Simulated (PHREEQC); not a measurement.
**Nickel, zinc or cadmium bath: an equilibrium model**

Dissolve 0.19 mol ZnSO4 and 0.0019 mol FeSO4 per kg of water at 25 °C. Closed to the air; pH follows from the charge balance.

Computed with PHREEQC (ion-association model, phreeqc.dat).

Each row changes one thing in this solution. No solid was allowed to form.

```tsv
case	pH	ionic strength (mol/kgw)	Zn+2 (mol/kgw)	ZnSO4 (mol/kgw)	SO4-2 (mol/kgw)	Zn(SO4)2-2 (mol/kgw)	SI of Zn(OH)2(e) (Zn(OH)2)
as made	5.49	0.371	0.0916	0.0680	0.0623	0.0304	-2.18
FeSO4 from 0.0019 to 0.0095 mol/kgw	5.50	0.386	0.0907	0.0679	0.0650	0.0314	-2.17
FeSO4 left out	5.49	0.367	0.0918	0.0680	0.0617	0.0302	-2.18
0.022 mol/kgw HCl added	2.15	0.390	0.0965	0.0650	0.0590	0.0272	-8.86
diluted 2-fold with water	5.55	0.194	0.0480	0.0360	0.0377	0.0109	-2.24
```

Species that the database lacks are ignored.
